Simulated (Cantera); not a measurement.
# N2O furnace oxynitridation

An isothermal, constant-pressure homogeneous reactor starts with N2O : H2O : N2 = 1 : 0.12 : 0.0037 (molar parts), at 1425 K and 1.01 bar.

Detailed kinetics in Cantera: GRI-Mech 3.0 (53 species, 325 reactions). GRI-Mech 3.0 was tuned for natural gas; its chemistry of N2O as a main component is partial and can be far from experiment. The temperature is held fixed by assumption; the heat of reaction is taken as removed at once.

```
t (s)       x N2O   x H2O      x O2      x H      x H2
--------  -------  ------  --------  -------  --------
3.00e-6     0.890   0.107   1.07e-5  2.80e-9  2.06e-10
1.02e-5     0.890   0.107   6.92e-5  3.05e-8   1.46e-8
3.46e-5     0.889   0.107  0.000303  1.22e-7   3.59e-7
0.000117    0.885   0.106   0.00122  2.18e-7   2.48e-6
0.000398    0.874   0.106   0.00444  2.32e-7   4.20e-6
0.00135     0.837   0.105    0.0150  2.19e-7   2.83e-6
0.00458     0.728   0.101    0.0464  1.98e-7   1.94e-6
0.0156      0.479  0.0915     0.119  1.78e-7   1.54e-6
0.0528      0.163  0.0799     0.215  1.18e-7   1.14e-6
0.179      0.0140  0.0744     0.263  1.50e-8   3.05e-7
0.608     2.26e-5  0.0739     0.268  2.11e-9   9.45e-8
2.06      1.43e-6  0.0739     0.268  2.09e-9   9.40e-8
7.00      1.43e-6  0.0739     0.268  2.09e-9   9.40e-8
```
x: mole fraction; the columns are a selection and need not sum to one.

Equilibrium at this temperature and pressure: N2O 5.02e-8, H2O 0.0739, O2 0.307, H 2.02e-9, H2 8.77e-8 (gas phase only).
